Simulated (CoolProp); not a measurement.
Vapour-liquid equilibrium of carbon dioxide (1) + R152A (2) at -21.15 °C; x and y are mole fractions of (1).

Computed with CoolProp (multi-fluid Helmholtz-energy mixture model, Span 1996 and Outcalt 1996; pair parameters Bell 2016).

| x | bubble pressure, mixture model (bar) | bubble pressure, Raoult's law (bar) | y, mixture model | y, Raoult's law |
|---|---|---|---|---|
| 0.05 | 1.985 | 2.042 | 0.435 | 0.465 |
| 0.2 | 4.535 | 4.720 | 0.777 | 0.805 |
| 0.35 | 7.096 | 7.399 | 0.875 | 0.899 |
| 0.5 | 9.660 | 10.08 | 0.922 | 0.943 |
| 0.65 | 12.26 | 12.76 | 0.952 | 0.968 |
| 0.8 | 14.98 | 15.44 | 0.975 | 0.985 |
| 0.95 | 17.94 | 18.11 | 0.994 | 0.997 |

The largest gap from Raoult's law is -4.2 % in bubble pressure, at x = 0.5. No azeotrope shows between x = 0.05 and 0.95.

Pair parameters are fitted to limited data, so mixtures are less certain than the pure fluids.
